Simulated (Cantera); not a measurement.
## Equilibrium for iron carbonyl, mercury and lead vapours: Pb + O2 + N2

Feed: 1 mol Pb, 0.063 mol O2, 0.3 mol N2, held at 1327 °C.

Cantera equilibrium calculation (NASA polynomials, part measured and part estimated; ideal gas, pure solids and liquids). Candidate condensed phases: Pb, PbO, PbO2, Pb3O4; 12 gas species. Each liquid is taken as pure. Mutual solubility and eutectic melting of coexisting phases are not modelled. Gases not in the tables: (PbO)n polymers. Equilibrium is a limit: real reactors are often held back by kinetics, nucleation or transport.

```tsv
P (Pa)	x N2	x Pb	x PbO	x O2	n Pb(l)	n PbO(l)
10	0.228	0.686	0.0748	0.0104	0	0
42	0.230	0.677	0.0892	0.00360	0	0
180	0.231	0.674	0.0948	0.000959	0	0
750	0.231	0.673	0.0964	0.000239	0	0
3200	0.231	0.672	0.0968	5.65e-5	0	0
13000	0.376	0.466	0.158	7.67e-5	0.502	0
56000	0.840	0.108	0.0516	3.54e-5	0.835	0.108
240000	0.963	0.0252	0.0120	8.27e-6	0.866	0.122
1000000	0.991	0.00606	0.00289	1.98e-6	0.872	0.125
```
x: gas mole fraction; n: condensed amount in mol.

From 10.0 Pa to 32.0 mbar nothing is condensed. At 0.130 bar the condensed part is Pb(l). From 0.560 bar to 10.0 bar the condensed part is Pb(l) + PbO(l).
